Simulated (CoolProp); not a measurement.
The numbers come from the reference Helmholtz-energy equation of state, Guder 2009 in CoolProp.

Problem. For sulfur hexafluoride, give the phase and the speed of sound (m/s), Joule-Thomson coefficient (K/MPa), viscosity (µPa s), conductivity (mW/(m K)) at -28.65 °C and 51.7 kPa; -42.05 °C and 63.8 kPa; 302.25 °C and 8320 kPa.

Solution. 
- -28.65 °C and 51.7 kPa: gas; speed of sound 123, Joule-Thomson coefficient 16.8, viscosity 12.7, conductivity 9.06
- -42.05 °C and 63.8 kPa: gas; speed of sound 120, Joule-Thomson coefficient 20.4, viscosity 12.1, conductivity 8.14
- 302.25 °C and 8320 kPa: supercritical; speed of sound 187, Joule-Thomson coefficient 1.44, viscosity 31.1, conductivity 40.9

Viscosity comes from a separate model (Quiñones-Cisneros 2012). Thermal conductivity comes from a separate model (Assael 2012).
